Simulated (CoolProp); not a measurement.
A single-stage vapour-compression cycle with fluoroethane (R161): evaporating at 209.15 K (dew point), condensing at 254.15 K (bubble point), superheat 5 K, subcooling 0 K, compressor efficiency 0.65, no pressure losses. Each further row changes one setting.

The numbers come from the reference Helmholtz-energy equation of state, Wu 2012 in CoolProp.

```json
[
 {"case": "as stated", "cooling COP": "2.53", "pressure ratio": "8.81", "discharge temperature (K)": "340.3", "refrigerating effect (kJ/kg)": "369", "volumetric capacity (kJ/m³)": "253"},
 {"case": "evaporating temperature 214.15 K", "cooling COP": "2.97", "pressure ratio": "6.57", "discharge temperature (K)": "329.0", "refrigerating effect (kJ/kg)": "373", "volumetric capacity (kJ/m³)": "…"},
 {"case": "condensing temperature 249.15 K", "cooling COP": "…", "pressure ratio": "7.23", "discharge temperature (K)": "328.7", "refrigerating effect (kJ/kg)": "379", "volumetric capacity (kJ/m³)": "260"},
 {"case": "subcooling 5 K", "cooling COP": "…", "pressure ratio": "8.81", "discharge temperature (K)": "340.3", "refrigerating effect (kJ/kg)": "379", "volumetric capacity (kJ/m³)": "260"},
 {"case": "superheat 15 K", "cooling COP": "2.49", "pressure ratio": "8.81", "discharge temperature (K)": "352.2", "refrigerating effect (kJ/kg)": "379", "volumetric capacity (kJ/m³)": "248"},
 {"case": "compressor efficiency 0.55", "cooling COP": "2.14", "pressure ratio": "8.81", "discharge temperature (K)": "358.9", "refrigerating effect (kJ/kg)": "369", "volumetric capacity (kJ/m³)": "253"}
]
```

Task: Fill in the missing entries.

Result: 
- evaporating temperature 214.15 K, volumetric capacity (kJ/m³): 337
- condensing temperature 249.15 K, cooling COP: 2.90
- subcooling 5 K, cooling COP: 2.60
